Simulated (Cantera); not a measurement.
Input: 1 mol Si, 1 mol HBr, 11 mol H2, at 877 °C and 3.40 Pa.

Method: chemical equilibrium by Gibbs-energy minimisation in Cantera with the NASA 1993 tables (ideal gas, pure condensed phases). Candidate condensed phases: Br2, Si; 19 gas species. The tables' values for SiBr3 are old estimates; treat these amounts as uncertain. The numbers say what is thermodynamically allowed, not how fast it happens.

Base state: H2 0.924, HBr 0.0678, SiBr2 0.00747, Br 0.000508, SiBr3 2.16e-5, H 1.23e-5 (mole fractions); condensed: Si(s).

### Question
What changes in the equilibrium state with this change: H2 from 11 to 0.1 mol?

### Answer
| species | before | after |
|---|---|---|
| H2 | 0.924 | 0.410 |
| SiBr2 | 0.00747 | 0.291 |
| HBr | 0.0678 | 0.282 |
| SiBr4 | 5.63e-6 | 0.00856 |
| SiBr3 | 2.16e-5 | 0.00526 |
| SiHBr3 | 9.30e-7 | 0.000151 |
| Br | 0.000508 | 0.00317 |
| Si(s), mol | 0.910 | 0.667 |

### Question
What changes in the equilibrium state with this change: temperature from 877 °C to 1075 °C?

### Answer
| species | before | after |
|---|---|---|
| H2 | 0.924 | 0.925 |
| HBr | 0.0678 | 0.0615 |
| SiBr2 | 0.00747 | 0.00839 |
| Br | 0.000508 | 0.00484 |
| SiBr | 5.38e-7 | 3.06e-5 |
| H | 1.23e-5 | 0.000382 |
| SiBr3 | 2.16e-5 | 4.33e-6 |
| Si(s), mol | 0.910 | 0.899 |
The tables' values for SiBr are old estimates; treat these amounts as uncertain.
